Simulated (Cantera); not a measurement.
An isothermal, constant-pressure homogeneous reactor starts with 10.2 % N₂O, 0.0744 % H₂, 89.7 % N₂, at 1375 K and 43.5 Torr.

Cantera simulation using GRI-Mech 3.0 (53 species, 325 reactions); the numbers are that mechanism's predictions, not measurements. GRI-Mech 3.0 was tuned for natural gas; its chemistry of N2O as a main component is partial and can be far from experiment. The mechanism lacks the step 2 NO + O2 → 2 NO2, which can matter for NO2 below about 1400 K. The temperature is held fixed by assumption; the heat of reaction is taken as removed at once.

Problem. Predict: x(N₂O) at 5.00 s; x(H₂) at 5.00 s; x(NO₂) at 5.00 s; x(OH) at 5.00 s; x(O₂) at 5.00 s.

Solution. 
```
Property                                            Value
----------------  ---------------------------------------
x(N₂O) at 5.00 s  0.00448 (gas-phase equilibrium 5.62e-9)
x(H₂) at 5.00 s   9.54e-8 (gas-phase equilibrium 4.13e-9)
x(NO₂) at 5.00 s  7.29e-6 (gas-phase equilibrium 3.09e-7)
x(OH) at 5.00 s   1.31e-5 (gas-phase equilibrium 2.84e-6)
x(O₂) at 5.00 s     0.0384 (gas-phase equilibrium 0.0480)
```
